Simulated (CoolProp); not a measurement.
Vapour-liquid equilibrium of R125 (1) + R115 (2) at 9.65 °C; x and y are mole fractions of (1).

Values from CoolProp's multi-fluid Helmholtz-energy mixture model, Lemmon 2005 and Lemmon 2016; pair parameters Bell 2016.

```
x     bubble pressure, mixture model (bar)  bubble pressure, Raoult's law (bar)  y, mixture model  y, Raoult's law
----  ------------------------------------  -----------------------------------  ----------------  ---------------
0.05                                 6.313                                6.064             0.099            0.074
0.15                                 6.998                                6.372             0.252            0.212
0.25                                 7.550                                6.681             0.367            0.337
0.35                                 7.996                                6.989             0.462            0.450
0.45                                 8.354                                7.298             0.544            0.555
0.55                                 8.638                                7.606             0.621            0.650
0.65                                 8.852                                7.915             0.695            0.739
0.75                                 8.998                                8.223             0.771            0.820
0.85                                 9.068                                8.532             0.853            0.896
0.95                                 9.047                                8.841             0.947            0.967
```

The largest gap from Raoult's law is +14.5 % in bubble pressure, at x = 0.45. y crosses x between x = 0.85 and 0.95: the model has an azeotrope there.

The pair parameters rest on a limited set of measurements; away from them the model extrapolates.
